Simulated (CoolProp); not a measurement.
C2F6 (R116) along the isobar 13.5 MPa: fugacity coefficient from the reference equation and from simpler models built on Tc = 19.9 °C, pc = 3.048 MPa, ω = 0.257; each cubic takes its own stable root.

The numbers come from the reference Helmholtz-energy equation of state, Lemmon 2006 in CoolProp. It is a short technical equation, of lower accuracy than the large ones.

```csv
T (°C),phase,reference,van der Waals,Redlich-Kwong
-9.45,liquid,0.1465,0.2428,0.1708
-3.75,liquid,0.1654,0.2578,0.1886
2.05,liquid,0.1858,0.2732,0.2074
7.75,liquid,0.2068,0.2884,0.2264
13.55,liquid,0.2290,0.3040,0.2462
19.25,liquid,0.2516,0.3194,0.2659
25.05,supercritical,0.2753,0.3352,0.2864
30.75,supercritical,0.2991,0.3506,0.3066
36.55,supercritical,0.3238,0.3663,0.3273
42.25,supercritical,0.3483,0.3817,0.3478
48.05,supercritical,0.3734,0.3973,0.3685
```
